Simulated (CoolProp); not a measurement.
Vapour-liquid equilibrium of sulfur dioxide (1) + toluene (2) at 394.1 K; x and y are mole fractions of (1).

Values from CoolProp's multi-fluid Helmholtz-energy mixture model, Gao 2016 and Lemmon 2006; pair parameters Bell 2016.

```csv
x,bubble pressure (kPa),y at the bubble point,dew pressure at overall composition x (kPa),liquid density (mol/L)
0.05,260.2,0.489,141.8,8.593
0.125,476.5,0.731,___,8.993
0.2,720.9,0.829,168.1,9.421
0.275,___,___,185.2,9.878
0.35,1268,0.911,206.1,10.37
0.425,1559,0.931,___,10.89
0.5,1856,0.946,265.7,11.45
0.575,2158,0.957,310.4,12.04
0.65,2467,0.965,373.1,12.67
0.725,2786,0.973,467.6,13.34
0.8,3120,0.980,626.7,14.04
0.875,3481,0.987,952.2,14.74
0.95,3883,0.994,1966,___
```

Problem. Some entries are withheld; supply them.

Solution. 
- 0.125, dew pressure at overall composition x (kPa): 153.9
- 0.275, bubble pressure (kPa): 986.7
- 0.275, y at the bubble point: 0.880
- 0.425, dew pressure at overall composition x (kPa): 232.1
- 0.95, liquid density (mol/L): 15.41

No azeotrope shows between x = 0.05 and 0.95.

Pair parameters are fitted to limited data, so mixtures are less certain than the pure fluids.
